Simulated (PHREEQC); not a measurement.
# Copper plating or etch bath: an equilibrium model

A solution holds 100 mmol/kgw Cu(BF4)2, 1.45 mmol/kgw H2SO4 and 120 mmol/kgw Na2SO4, at 73 °C. Closed to the air; pH follows from the charge balance.

Equilibrium calculation in PHREEQC: ion-association model, wateq4f.dat.

No solid was allowed to form.

Question: What pH, activity of water does the model give?

Answer: pH 2.87; activity of water 0.989.

Question: In which forms is B present?

Answer: BF4- 92 %, BF3OH- 4.9 %, BF2(OH)2- 2.0 %, H3BO3 1.0 % of the B.

Away from 25 °C the constants follow the database's enthalpies or fits; those with neither stay at their 25 °C values. Real BF4- forms and hydrolyses slowly; the run takes it at equilibrium.
